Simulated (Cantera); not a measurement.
A closed system holds: 1 mol BN, 9.8 mol NF₃, 23 mol H₂, at 0.0100 bar.

Equilibrium computed with Cantera from the NASA thermochemical tables; the gas is ideal and each condensed phase is pure. Candidate condensed phases: B, BN; 31 gas species. The tables' values for BF₂ are old estimates; treat these amounts as uncertain. The numbers say what is thermodynamically allowed, not how fast it happens.

x: gas mole fraction; nothing condenses.

| T (°C) | x HF | x H₂ | x N₂ | x BF₃ | x H |
|---|---|---|---|---|---|
| 1200 | 0.620 | 0.230 | 0.127 | 0.0235 | (withheld) |
| 1250 | 0.620 | 0.230 | 0.127 | 0.0235 | (withheld) |
| 1300 | 0.620 | 0.230 | 0.127 | 0.0234 | (withheld) |
| 1350 | 0.620 | 0.230 | 0.127 | 0.0234 | (withheld) |
| 1400 | 0.620 | 0.230 | 0.127 | 0.0234 | (withheld) |
| 1450 | 0.620 | 0.229 | 0.127 | 0.0233 | (withheld) |
| 1500 | 0.620 | 0.229 | 0.127 | 0.0232 | (withheld) |
| 1550 | 0.619 | 0.228 | 0.127 | 0.0230 | (withheld) |
| 1600 | 0.619 | 0.228 | 0.127 | 0.0227 | (withheld) |
| 1650 | 0.619 | 0.227 | 0.126 | 0.0223 | (withheld) |
| 1700 | 0.619 | 0.225 | 0.126 | 0.0218 | (withheld) |

**Question.** Complete the blanks.

**Answer.** 
- 1200, x H: 6.07e-5
- 1250, x H: 0.000111
- 1300, x H: 0.000195
- 1350, x H: 0.000331
- 1400, x H: 0.000546
- 1450, x H: 0.000873
- 1500, x H: 0.00136
- 1550, x H: 0.00207
- 1600, x H: 0.00308
- 1650, x H: 0.00448
- 1700, x H: 0.00640
